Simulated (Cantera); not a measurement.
## Thermodynamics of abatement and gas-phase synthesis, feed NH3 + SO2

Charge: 1 mol NH3, 0.029 mol SO2, held at 3473 K.

Equilibrium computed with Cantera from the NASA thermochemical tables; the gas is ideal and each condensed phase is pure. Candidate condensed phases: H2O, H2SO4, S; 35 gas species. The ideal-gas law is rough above about 30 bar. Kinetics and transport are ignored.

From 10.0 Pa to 300 bar nothing is condensed.

| P (Pa) | log p H | log p H2 | log p N2 | log p H2O | log p O |
|---|---|---|---|---|---|
| 10 | -4.08 | -7.65 | -4.87 | -12.35 | -5.79 |
| 84 | -3.16 | -5.80 | -3.94 | -9.58 | -4.87 |
| 710 | -2.24 | -3.96 | -3.00 | -6.83 | -3.95 |
| 6000 | -1.37 | -2.22 | -2.03 | -4.24 | -3.11 |
| 50000 | -0.65 | -0.78 | -1.03 | -2.32 | -2.62 |
| 420000 | -0.08 | 0.36 | -0.03 | -1.06 | -2.51 |
| 3600000 | 0.43 | 1.37 | 0.93 | -0.03 | -2.49 |
| 30000000 | 0.90 | 2.31 | 1.87 | 0.92 | -2.48 |
log p: log10 of the partial pressure in bar; nothing condenses.
